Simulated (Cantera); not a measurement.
A perfectly stirred reactor is fed with 6.65 % C₃H₈, 19.5 % O₂, 73.8 % N₂, equivalence ratio 1.7, at 110000 Pa; it is adiabatic with a 323 K inlet, and is followed from long to short residence time, starting on the burning branch (τ in s: 0.47, 0.2, 0.084, 0.035, 0.015, 0.0063, 0.0027, 0.0011, 0.00047, 0.0002, 8.4e-05, 3.5e-05, 1.5e-05).

Cantera simulation using GRI-Mech 3.0 (53 species, 325 reactions); the numbers are that mechanism's predictions, not measurements. GRI-Mech 3.0 was tuned for natural gas; its chemistry of propane as a main component is partial and can be far from experiment.

Task: Predict: blow-out, bracketed by the residence times tried; x(C₃H₈) at τ = 0.470 s; x(O₂) at τ = 0.470 s; x(C₂H) at τ = 0.470 s; x(NO) at τ = 0.470 s; x(CH₂O) at τ = 0.470 s; x(C₃H₈) at τ = 2.70 ms; x(O₂) at τ = 2.70 ms; x(C₂H) at τ = 2.70 ms; x(NO) at τ = 2.70 ms; x(CH₂O) at τ = 2.70 ms.

Result: 
```
Item                                                                           Result
------------------------------------------------  -----------------------------------
blow-out, bracketed by the residence times tried  burning at 1.10 ms, out at 0.470 ms
x(C₃H₈) at τ = 0.470 s                                                        5.48e-7
x(O₂) at τ = 0.470 s                                                         0.000112
x(C₂H) at τ = 0.470 s                                                         7.15e-8
x(NO) at τ = 0.470 s                                                          1.83e-5
x(CH₂O) at τ = 0.470 s                                                        1.79e-6
x(C₃H₈) at τ = 2.70 ms                                                        5.37e-5
x(O₂) at τ = 2.70 ms                                                          0.00452
x(C₂H) at τ = 2.70 ms                                                         1.20e-6
x(NO) at τ = 2.70 ms                                                          1.14e-5
x(CH₂O) at τ = 2.70 ms                                                        4.89e-5
```
